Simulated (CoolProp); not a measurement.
Saturation properties of carbon monoxide.

The numbers come from the reference Helmholtz-energy equation of state, Lemmon 2006 in CoolProp. It is a short technical equation, of lower accuracy than the large ones.

| T (K) | p (MPa) | vapour density (kg/m³) | liquid cp (kJ/(kg K)) |
|---|---|---|---|
| 74.1 | 0.03899 | [?] | 2.141 |
| 77.3 | 0.05998 | 2.690 | 2.139 |
| 80.5 | 0.08884 | 3.863 | [?] |
| 83.7 | 0.1273 | 5.386 | 2.152 |
| 86.9 | 0.1773 | 7.323 | 2.168 |
| 90.1 | 0.2407 | 9.743 | 2.189 |
| 93.4 | [?] | 12.83 | 2.218 |
| 96.6 | 0.4195 | 16.48 | 2.255 |
| 99.8 | 0.5364 | 20.90 | 2.303 |
| 103 | 0.6752 | [?] | 2.362 |

Task: Some entries are withheld; supply them.

Result: 
- 74.1, vapour density (kg/m³): 1.810
- 80.5, liquid cp (kJ/(kg K)): 2.143
- 93.4, p (MPa): 0.3224
- 103, vapour density (kg/m³): 26.20

It boils at 81.6 K under 1 atm.
